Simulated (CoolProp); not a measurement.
Vapour-liquid equilibrium of R134a (1) + isobutane (2) at 0.59 MPa; x and y are mole fractions of (1).

Computed with CoolProp (multi-fluid Helmholtz-energy mixture model, Tillner-Roth 1994 and Bücker 2006; pair parameters Bell 2016).

```json
[
 {"x": "0.05", "bubble temperature (K)": "308.7", "y at the bubble point": "0.212", "dew temperature at overall composition x (K)": "315.3", "liquid density (mol/L)": "9.267"},
 {"x": "0.125", "bubble temperature (K)": "300.7", "y at the bubble point": "0.393", "dew temperature at overall composition x (K)": "312.3", "liquid density (mol/L)": "9.511"},
 {"x": "0.2", "bubble temperature (K)": "296.1", "y at the bubble point": "0.491", "dew temperature at overall composition x (K)": "309.2", "liquid density (mol/L)": "9.695"},
 {"x": "0.275", "bubble temperature (K)": "293.5", "y at the bubble point": "0.550", "dew temperature at overall composition x (K)": "306.0", "liquid density (mol/L)": "9.852"},
 {"x": "0.35", "bubble temperature (K)": "291.8", "y at the bubble point": "0.589", "dew temperature at overall composition x (K)": "302.7", "liquid density (mol/L)": "10.00"},
 {"x": "0.425", "bubble temperature (K)": "290.8", "y at the bubble point": "0.617", "dew temperature at overall composition x (K)": "299.3", "liquid density (mol/L)": "10.16"},
 {"x": "0.5", "bubble temperature (K)": "290.2", "y at the bubble point": "0.641", "dew temperature at overall composition x (K)": "295.8", "liquid density (mol/L)": "10.33"},
 {"x": "0.575", "bubble temperature (K)": "289.7", "y at the bubble point": "0.662", "dew temperature at overall composition x (K)": "292.4", "liquid density (mol/L)": "10.52"},
 {"x": "0.65", "bubble temperature (K)": "289.5", "y at the bubble point": "0.686", "dew temperature at overall composition x (K)": "290.0", "liquid density (mol/L)": "10.73"},
 {"x": "0.725", "bubble temperature (K)": "289.4", "y at the bubble point": "0.715", "dew temperature at overall composition x (K)": "289.5", "liquid density (mol/L)": "10.97"},
 {"x": "0.8", "bubble temperature (K)": "289.7", "y at the bubble point": "0.753", "dew temperature at overall composition x (K)": "290.3", "liquid density (mol/L)": "11.24"},
 {"x": "0.875", "bubble temperature (K)": "290.4", "y at the bubble point": "0.811", "dew temperature at overall composition x (K)": "291.6", "liquid density (mol/L)": "11.52"},
 {"x": "0.95", "bubble temperature (K)": "292.1", "y at the bubble point": "0.904", "dew temperature at overall composition x (K)": "293.1", "liquid density (mol/L)": "11.80"}
]
```

y crosses x between x = 0.65 and 0.725: the model has an azeotrope there.

The pair parameters rest on a limited set of measurements; away from them the model extrapolates. With so large a gap from Raoult's law the liquid may split in two, which this calculation doesn't test in full.
